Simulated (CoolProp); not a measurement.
Vapour-liquid equilibrium of toluene (1) + n-nonane (2) at 0.108 MPa; x and y are mole fractions of (1).

Model: multi-fluid Helmholtz-energy mixture model, Lemmon 2006 and Lemmon 2006; pair parameters Bell 2016, in CoolProp.

```tsv
x	bubble temperature, mixture model (°C)	bubble temperature, Raoult's law (°C)	y, mixture model	y, Raoult's law
0.05	149.1	150.0	0.142	0.127
0.15	141.8	144.1	0.362	0.334
0.25	135.9	138.9	0.517	0.492
0.35	131.0	134.2	0.630	0.615
0.45	127.0	130.1	0.715	0.712
0.55	123.6	126.3	0.782	0.790
0.65	120.8	122.8	0.837	0.853
0.75	118.3	119.7	0.886	0.905
0.85	116.0	116.8	0.932	0.948
0.95	113.9	114.1	0.977	0.984
```

The largest gap from Raoult's law is -3.2 K in bubble temperature, at x = 0.35. No azeotrope shows between x = 0.05 and 0.95.

Pair parameters are fitted to limited data, so mixtures are less certain than the pure fluids.
